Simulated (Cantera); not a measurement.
An adiabatic, constant-pressure homogeneous reactor starts with CH4 : H2 : O2 : N2 = 1 : 0.072 : 1.36 : 14.9 (molar parts), at 975 K and 0.280 bar.

Cantera simulation using GRI-Mech 3.0 (53 species, 325 reactions); the numbers are that mechanism's predictions, not measurements. Below about 1000 K GRI-Mech 3.0 lacks low-temperature oxidation paths.

Predict: time of steepest temperature rise; temperature at 5.00 s; equilibrium temperature; x(H2) at 5.00 s; x(O2) at 5.00 s; x(O) at 5.00 s; x(CO) at 5.00 s; x(OH) at 5.00 s.


| Item | Value |
|---|---|
| time of steepest temperature rise | 4.71 s |
| temperature at 5.00 s | 1699 K |
| equilibrium temperature | 1700 K |
| x(H2) at 5.00 s | 0.0395 (gas-phase equilibrium 0.0395) |
| x(O2) at 5.00 s | 8.10e-8 (gas-phase equilibrium 5.39e-9) |
| x(O) at 5.00 s | 9.31e-8 (gas-phase equilibrium 6.26e-9) |
| x(CO) at 5.00 s | 0.0356 (gas-phase equilibrium 0.0357) |
| x(OH) at 5.00 s | 2.13e-5 (gas-phase equilibrium 5.53e-6) |
